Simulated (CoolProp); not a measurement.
The fluid at 462.13 K and 0.313 MPa flows at 0.11 m/s in a round tube of 100 mm bore and 0.25 µm roughness, fully developed (64/Re and Nu = 3.66 if laminar; Colebrook and Gnielinski if turbulent). The same conditions are run with several fluids, on thermodynamics alone (safety and materials aside).

Computed with CoolProp (reference Helmholtz-energy equation of state of each fluid (methanol: de Reuck 1993; R407C: Lemmon 2003; n-butane: Bücker 2006; ammonia: Gao 2020)). Blends and air are pseudo-pure fits.

```tsv
fluid	Reynolds number	Darcy friction factor	pressure drop (Pa/m)	heat-transfer coefficient (W/(m² K))	mass flow (kg/h)
methanol	1950	…	0.00529	1.23	8.28
R407C	…	0.0397	…	3.61	22.1
n-butane	4660	…	0.0112	…	15.0
ammonia	937	0.0683	0.00577	1.72	4.34
```

Complete the blanks.


- methanol, Darcy friction factor: 0.0328
- R407C, Reynolds number: 4080
- R407C, pressure drop (Pa/m): 0.0170
- n-butane, Darcy friction factor: 0.0382
- n-butane, heat-transfer coefficient (W/(m² K)): 5.74

Transport values come from each fluid's own correlations.
